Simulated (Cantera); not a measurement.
An isothermal, constant-pressure homogeneous reactor starts with CO : O2 : H2O : N2 = 0.0016 : 0.0088 : 0.053 : 1 (molar parts), at 1500 K and 5180 Torr. Integrator tolerance rtol = 1e-08.

Detailed kinetics in Cantera: GRI-Mech 3.0 (53 species, 325 reactions).

### Question
What does this change do: 0.04 parts CH4 added?

### Answer
```tsv
quantity	before	after
x(CO) at 8.00 s	3.25e-8 (gas-phase equilibrium 3.28e-8)	0.0155 (gas-phase equilibrium 0.0323)
x(O2) at 8.00 s	0.00752 (gas-phase equilibrium 0.00740)	<1e-12 (gas-phase equilibrium <1e-12)
x(H2O) at 8.00 s	0.0499 (gas-phase equilibrium 0.0499)	0.0394 (gas-phase equilibrium 0.0229)
x(NO2) at 8.00 s	5.95e-10 (gas-phase equilibrium 6.64e-7)	<1e-12 (gas-phase equilibrium <1e-12)
x(HO2) at 8.00 s	1.83e-8 (gas-phase equilibrium 1.81e-8)	<1e-12 (gas-phase equilibrium <1e-12)
x(OH) at 8.00 s	1.49e-5 (gas-phase equilibrium 1.48e-5)	3.15e-8 (gas-phase equilibrium 1.47e-8)
```
